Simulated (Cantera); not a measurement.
Mixture: 25.9 % H₂, 16.8 % O₂, 57.3 % N₂, equivalence ratio 0.77, at 34000 Pa, adiabatic and at constant pressure. Ignition delay is the time to a rise of 400 K.

Computed with Cantera and the H2/O2 subset of GRI-Mech 3.0, which has no nitrogen chemistry. Where the delays flatten at high temperature, the 400 K rule measures the pace of heat release, not the induction time.

**Question.** Predict: delay at 1200 K; delay at 1350 K; delay at 1500 K; delay at 1650 K.

**Answer.** 
| Property | Value |
|---|---|
| delay at 1200 K | 0.142 ms |
| delay at 1350 K | 96.9 µs |
| delay at 1500 K | 88.2 µs |
| delay at 1650 K | 95.9 µs |
